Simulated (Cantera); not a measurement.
Input (Python, Cantera) and output of one run.

```python
import numpy as np
import cantera as ct

gas_names = [...]  # 151 gases of nasa_gas.yaml made of C, H, N, O, Si
cond_names = """
    C(gr) C6H6(L) C7H8(L) C8H18(L),n-octa H2O(s) H2O(L) Si(cr) Si(L) SiC(b) SiO2(Lqz) SiO2(hqz) SiO2(L)
    Si2N2O(s) Si3N4(a)
""".split()


# ... load() reads the species with a 1 bar reference pressure and builds the phases ...
atoms = {
    'Si3N4': {'Si': 3, 'N': 4},
    'CO2': {'C': 1, 'O': 2},
    'H2': {'H': 2},
}
top_T = {'C(gr)': 4500, 'SiC(b)': 3050, 'Si2N2O(s)': 2100, 'Si3N4(a)': 2400}  # K; cautious upper limits of use, not melting points


# ... equilibrate(T, P, feed) seeds the gas with the atoms and calls Mixture.equilibrate('TP', solver="vcs", rtol=1e-11, max_steps=5000) ...
results = []
feed = {'Si3N4': 1, 'CO2': 0.019, 'H2': 390}  # mol
P = 74000  # Pa
for T in [1073, 1148, 1223, 1298, 1373, 1448, 1523, 1598, 1673, 1748]:
    mix = equilibrate(T, P, feed)
    results.append((T, P, feed, dict(zip(mix.species_names, mix.species_moles))))

top = {s: max(r[3][s] / sum(r[3][g] for g in gas_names) for r in results) for s in gas_names}
cols = sorted((s for s in top if top[s] > 1e-05), key=lambda s: -top[s])[:7]
seen = [c for c in cond_names if any(r[3].get(c, 0) > 1e-12 for r in results)]
print("log10 of partial pressures in bar; condensed amounts in mol")
print(f"{'T/K':>10s}" + "".join(f"{s[:9]:>10s}" for s in cols + seen))
for T, P, feed, n in results:
    ng = sum(n[g] for g in gas_names)
    print(f"{T:10.4g}" + "".join(f"{np.log10(max(n[s] / ng * P / 1e5, 1e-99)):10.3f}" for s in cols)
          + "".join(f"{n.get(c, 0):10.4g}" for c in seen))
```

Output:

```
log10 of partial pressures in bar; condensed amounts in mol
       T/K        H2        N2         H       SiO       CH4      SiH2    Si(cr)     Si(L)    SiC(b) Si2N2O(s)  Si3N4(a)
      1073    -0.131    -4.630    -7.919   -14.025    -4.443   -12.522         0         0         0     0.038    0.9747
      1148    -0.131    -4.626    -7.210   -12.166    -4.443   -10.967         0         0         0     0.038    0.9747
      1223    -0.131    -4.624    -6.587   -10.539    -4.443    -9.603         0         0         0     0.038    0.9747
      1298    -0.131    -4.622    -6.035    -9.103    -4.443    -8.398         0         0         0     0.038    0.9747
      1373    -0.131    -4.620    -5.543    -7.828    -4.443    -7.327         0         0         0   0.03799    0.9746
      1448    -0.131    -4.442    -5.101    -6.746    -4.738    -6.486         0         0   0.00934    0.0379    0.9715
      1523    -0.131    -4.131    -4.702    -5.824    -4.998    -5.829   0.02452         0   0.01364   0.03718    0.9619
      1598    -0.131    -3.539    -4.339    -5.093    -5.027    -5.441    0.1917         0   0.01371   0.03358    0.9069
      1673    -0.131    -3.002    -4.009    -4.430    -5.053    -5.089    0.7424         0   0.01275   0.01743    0.7284
      1748    -0.133    -2.435    -3.708    -4.176    -5.027    -4.821         0     2.866  0.008785         0   0.02642
```

These are equilibrium values from Cantera (NASA tables, ideal gas, pure condensed phases), not measurements of a reactor. Mutual solubility and eutectic melting of coexisting phases are not modelled. Gases not in the tables: Si2H6 and higher silanes.
